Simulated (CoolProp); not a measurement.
A single-stage vapour-compression cycle with n-butane: evaporating at 317.15 K (dew point), condensing at 348.15 K (bubble point), superheat 8 K, subcooling 5 K, compressor efficiency 0.7, no pressure losses. Each further row changes one setting.

Values from CoolProp's reference Helmholtz-energy equation of state, Bücker 2006.

```
case                              cooling COP  pressure ratio  discharge temperature (K)  refrigerating effect (kJ/kg)  volumetric capacity (kJ/m³)
--------------------------------  -----------  --------------  -------------------------  ----------------------------  ---------------------------
as stated                                6.34            2.14                      356.4                           287                         2900
evaporating temperature 322.15 K         7.86               …                          …                             …                         3390
condensing temperature 343.15 K          7.78            1.91                      351.6                           301                         3040
subcooling 10 K                          6.64            2.14                      356.4                           301                         3040
superheat 18 K                           6.47            2.14                      366.2                           307                         2970
compressor efficiency 0.6                5.43            2.14                          …                           287                         2900
```

### Question
Some entries are withheld; supply them.

### Answer

- evaporating temperature 322.15 K, pressure ratio: 1.88
- evaporating temperature 322.15 K, discharge temperature (K): 356.2
- evaporating temperature 322.15 K, refrigerating effect (kJ/kg): 295
- compressor efficiency 0.6, discharge temperature (K): 359.8
